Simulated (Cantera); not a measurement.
Feed: 1 mol Hg, 0.079 mol O₂, 69 mol H₂, at 1075 K and 59.0 mbar.

These are equilibrium values from Cantera (NASA tables, ideal gas, pure condensed phases), not measurements of a reactor. Candidate condensed phases: H₂O, Hg, HgO; 10 gas species. The numbers say what is thermodynamically allowed, not how fast it happens.

### Question
What is the equilibrium state?

### Answer
```
Item                                  Value
--------------------------------  ---------
x(H₂)                                 0.983
x(Hg)                                0.0143
x(H₂O)                              0.00226
gas amount                        70.00 mol
log10 activity of Hg(l) (absent)      -5.07
```
